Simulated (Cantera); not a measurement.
Equilibrium for metals in furnace atmospheres: Fe + CO2 + CO

Input: 1 mol Fe, 0.35 mol CO2, 1.1 mol CO, equilibrated at 650 °C.

These are equilibrium values from Cantera (NASA tables, ideal gas, pure condensed phases), not measurements of a reactor. Candidate condensed phases: C, Fe, Fe(CO)5, FeO, Fe2O3, Fe3O4; 15 gas species. The tables' stoichiometric FeO is somewhat more stable than real wüstite, so its field is too wide. FeO: taken at fixed stoichiometry. Condensed phases not in the tables: cementite and carbon dissolved in iron. Rates play no part.

| P (Pa) | log p CO2 | log p CO | n Fe(α) | n FeO(s) | n C(graphite) |
|---|---|---|---|---|---|
| 10 | -4.64 | -4.11 | 0.981 | 0.0190 | 0 |
| 61 | -3.86 | -3.33 | 0.981 | 0.0190 | 0 |
| 370 | -3.07 | -2.54 | 0.981 | 0.0190 | 0 |
| 2200 | -2.30 | -1.77 | 0.981 | 0.0190 | 0 |
| 13000 | -1.51 | -1.00 | 0 | 1.00 | 0.804 |
| 82000 | -0.35 | -0.42 | 0 | 1.00 | 0.931 |
| 500000 | 0.59 | 0.05 | 0 | 1.00 | 1.000 |
| 3000000 | 1.43 | 0.47 | 0 | 1.00 | 1.03 |
log p: log10 of the partial pressure in bar; n: condensed amount in mol.

From 10.0 Pa to 22.0 mbar the condensed part is Fe(α) + FeO(s). From 0.130 bar to 30.0 bar the condensed part is C(graphite) + FeO(s).
